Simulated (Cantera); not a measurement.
A perfectly stirred reactor is fed with NH3 : N2 = 1 : 0.74 (molar parts), at 101000 Pa; it is held at 2350 K, and followed from long to short residence time.

Cantera simulation using the gas-phase N/H chemistry of the illustrative SiF4/NH3 mechanism in the Surface Chemkin manual (1991); the numbers are that mechanism's predictions, not measurements. Walls and surfaces, which speed up NH3 decomposition in real reactors, are not modelled.

Problem. Predict: x(NH3) at τ = 27.0 s; x(H2) at τ = 27.0 s; x(NH) at τ = 27.0 s; x(N2) at τ = 27.0 s; x(NH2) at τ = 27.0 s; x(NH3) at τ = 0.240 s; x(H2) at τ = 0.240 s; x(NH) at τ = 0.240 s; x(N2) at τ = 0.240 s; x(NH2) at τ = 0.240 s.

Solution. 
```
Item                      Value
---------------------  --------
x(NH3) at τ = 27.0 s   0.000105
x(H2) at τ = 27.0 s       0.540
x(NH) at τ = 27.0 s     1.98e-6
x(N2) at τ = 27.0 s       0.450
x(NH2) at τ = 27.0 s    5.67e-6
x(NH3) at τ = 0.240 s   0.00181
x(H2) at τ = 0.240 s      0.540
x(NH) at τ = 0.240 s    1.97e-5
x(N2) at τ = 0.240 s      0.451
x(NH2) at τ = 0.240 s   7.46e-5
```
